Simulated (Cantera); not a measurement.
Cantera run:

```python
import numpy as np
import cantera as ct

gas_names = """
    N NO NO2 NO3 N2 N2O O O2 O3 Si SiN SiO SiO2 Si2 Si2N Si3
""".split()
cond_names = """
    Si(cr) Si(L) SiO2(Lqz) SiO2(hqz) SiO2(L) Si2N2O(s) Si3N4(a)
""".split()


# ... load() reads the species with a 1 bar reference pressure and builds the phases ...
atoms = {
    'Si3N4': {'Si': 3, 'N': 4},
    'N2O': {'N': 2, 'O': 1},
    'N2': {'N': 2},
}
top_T = {'Si2N2O(s)': 2100, 'Si3N4(a)': 2400}  # K; cautious upper limits of use, not melting points


# ... equilibrate(T, P, feed) seeds the gas with the atoms and calls Mixture.equilibrate('TP', solver="vcs", rtol=1e-11, max_steps=5000) ...
results = []
feed = {'Si3N4': 1, 'N2O': 0.81, 'N2': 550}  # mol
T = 1873.15  # K
P = 860  # Pa
mix = equilibrate(T, P, feed)
results.append((T, P, feed, dict(zip(mix.species_names, mix.species_moles))))
x = sorted(zip(gas.X, gas.species_names), reverse=True)
print(f"T = {T:g} K  P = {P:g} Pa  gas = {mix.phase_moles(0):.4g} mol")
print("   x: " + "  ".join(f"{s} {v:.3e}" for v, s in x if v > 1e-06))
print("   condensed (mol): " + ("  ".join(f"{mix.phase(i).name} {mix.phase_moles(i):.4g}"
      for i in range(1, mix.n_phases) if mix.phase_moles(i) > 1e-12) or "none"))
```

Result:

```
T = 1873.15 K  P = 860 Pa  gas = 554.2 mol
   x: N2 9.974e-01  SiO 1.462e-03  Si 1.027e-03  Si2N 5.092e-05  SiN 3.424e-05  Si2 7.672e-06  Si3 1.755e-06
   condensed (mol): Si(L) 1.534
```

Method: chemical equilibrium by Gibbs-energy minimisation in Cantera with the NASA 1993 tables (ideal gas, pure condensed phases). The tables' values for SiN are old estimates; treat these amounts as uncertain.
